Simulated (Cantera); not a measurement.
Input: 1 mol SiF4, 0.52 mol NO, 14 mol H2, 0.16 mol O3, equilibrated at 950 K and 0.000580 bar.

Equilibrium computed with Cantera from the NASA thermochemical tables; the gas is ideal and each condensed phase is pure. Candidate condensed phases: H2O, Si, SiO2, Si2N2O, Si3N4; 58 gas species. Rates play no part.

Base state: H2 0.827, HF 0.117, SiF4 0.0345, N2 0.0165, H2O 0.00531 (mole fractions); condensed: SiO2(β-quartz).

**Question.** What changes in the equilibrium state with this change: SiF4 replaced by SiH2Cl2?

**Answer.** 
```tsv
species	before	after
H2	0.827	0.894
HCl	0	0.0987
SiCl4	0	0.00649
HF	0.117	0
SiF4	0.0345	0
N2	0.0165	<1e-9
H2O	0.00531	4.09e-9
SiHCl3	0	0.000270
SiCl3	0	0.000105
SiO2(β-quartz), mol	0.458	0.370
Si2N2O(s), mol	0	0.260
```
The tables' values for SiCl3 are old estimates; treat these amounts as uncertain. Further candidate phases: NH4Cl.

**Question.** What changes in the equilibrium state with this change: pressure from 0.000580 bar to 0.133 bar?

**Answer.** 
| species | before | after |
|---|---|---|
| H2 | 0.827 | 0.836 |
| HF | 0.117 | 0.0734 |
| SiF4 | 0.0345 | 0.0460 |
| H2O | 0.00531 | 0.0276 |
| N2 | 0.0165 | 0.0167 |
| NH3 | 4.63e-8 | 1.09e-5 |
| SiO2(β-quartz), mol | 0.458 | 0.285 |
